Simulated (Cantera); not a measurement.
Input (Python, Cantera) and output of one run.

```python
import numpy as np
import cantera as ct

gas_names = """
    H HNO HNO2 HNO3 HO2 H2 H2O H2O2 N NH NH2 NH3 NH2OH NO NO2 NO3 N2 N2H2 N2H4 N2O O OH O2 O3
""".split()
cond_names = """
    H2O(s) H2O(L)
""".split()


# ... load() reads the species with a 1 bar reference pressure and builds the phases ...
atoms = {
    'H2O': {'H': 2, 'O': 1},
    'O2': {'O': 2},
    'N2': {'N': 2},
}
top_T = {}  # K; cautious upper limits of use, not melting points


# ... equilibrate(T, P, feed) seeds the gas with the atoms and calls Mixture.equilibrate('TP', solver="vcs", rtol=1e-11, max_steps=5000) ...
results = []
feed = {'H2O': 1, 'O2': 0.099, 'N2': 41}  # mol
P = 1400000  # Pa
for T in [1673, 1873, 2073, 2273, 2473, 2673, 2873, 3073, 3273]:
    mix = equilibrate(T, P, feed)
    results.append((T, P, feed, dict(zip(mix.species_names, mix.species_moles))))

top = {s: max(r[3][s] / sum(r[3][g] for g in gas_names) for r in results) for s in gas_names}
cols = sorted((s for s in top if top[s] > 1e-05), key=lambda s: -top[s])[:7]
seen = [c for c in cond_names if any(r[3].get(c, 0) > 1e-12 for r in results)]
print("log10 of partial pressures in bar; condensed amounts in mol")
print(f"{'T/K':>10s}" + "".join(f"{s[:9]:>10s}" for s in cols + seen))
for T, P, feed, n in results:
    ng = sum(n[g] for g in gas_names)
    print(f"{T:10.4g}" + "".join(f"{np.log10(max(n[s] / ng * P / 1e5, 1e-99)):10.3f}" for s in cols)
          + "".join(f"{n.get(c, 0):10.4g}" for c in seen))
```

Result:

```
log10 of partial pressures in bar; condensed amounts in mol
       T/K        N2       H2O         H        H2        NO        OH         O
      1673     1.135    -0.478    -6.215    -4.544    -2.381    -3.468    -5.232
      1873     1.134    -0.479    -5.036    -3.693    -2.091    -2.933    -4.398
      2073     1.134    -0.482    -4.078    -2.996    -1.868    -2.508    -3.734
      2273     1.134    -0.488    -3.285    -2.418    -1.693    -2.164    -3.194
      2473     1.134    -0.504    -2.624    -1.945    -1.544    -1.881    -2.740
      2673     1.133    -0.538    -2.079    -1.578    -1.403    -1.642    -2.338
      2873     1.132    -0.598    -1.633    -1.309    -1.266    -1.445    -1.975
      3073     1.130    -0.693    -1.269    -1.125    -1.141    -1.292    -1.653
      3273     1.128    -0.835    -0.974    -1.013    -1.039    -1.191    -1.377
```

Method: chemical equilibrium by Gibbs-energy minimisation in Cantera with the NASA 1993 tables (ideal gas, pure condensed phases).
